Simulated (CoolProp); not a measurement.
Vapour-liquid equilibrium of ethanol (1) + p-xylene (2) at 156.25 °C; x and y are mole fractions of (1).

Computed with CoolProp (multi-fluid Helmholtz-energy mixture model, Schroeder 2014 and Zhou 2012; pair parameters Bell 2016).

Give the bubble pressure and the first vapour's composition at x = 0.05, 0.425, 0.65. Is there an azeotrope?

x = 0.05: 329.5 kPa, y = 0.512; x = 0.425: 785.6 kPa, y = 0.816; x = 0.65: 906.0 kPa, y = 0.868. No azeotrope shows between x = 0.05 and 0.95.

The pair parameters rest on a limited set of measurements; away from them the model extrapolates. With so large a gap from Raoult's law the liquid may split in two, which this calculation doesn't test in full.
